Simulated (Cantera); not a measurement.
Feed: 1 mol MgO, 0.024 mol C, 1.2 mol H2, at 0.390 bar.

These are equilibrium values from Cantera (NASA tables, ideal gas, pure condensed phases), not measurements of a reactor. Candidate condensed phases: C, C6H6, C7H8, C8H18, H2O, Mg, MgCO3, MgO, Mg(OH)2; 139 gas species. Ions and electrons are included (thermal ionisation). The tables' values for MgH are old estimates; treat these amounts as uncertain. The numbers say what is thermodynamically allowed, not how fast it happens. All values below are at 5000 K.

Base state: H 0.538, Mg 0.221, O 0.218, CO 0.00545, Mg+ 0.00508, e- 0.00507, H2 0.00273, OH 0.00206 (mole fractions); condensed: gas only.

Problem. What changes in the equilibrium state with this change: C from 0.024 to 0.074 mol?

Solution. 
| species | before | after |
|---|---|---|
| H | 0.538 | 0.538 |
| Mg | 0.221 | 0.221 |
| O | 0.218 | 0.207 |
| CO | 0.00545 | 0.0168 |
| OH | 0.00206 | 0.00196 |
| C | 6.73e-6 | 2.19e-5 |
| O2 | 0.000379 | 0.000341 |
| H2O | 1.30e-5 | 1.23e-5 |
| MgO | 0.000973 | 0.000924 |
| e- | 0.00507 | 0.00507 |
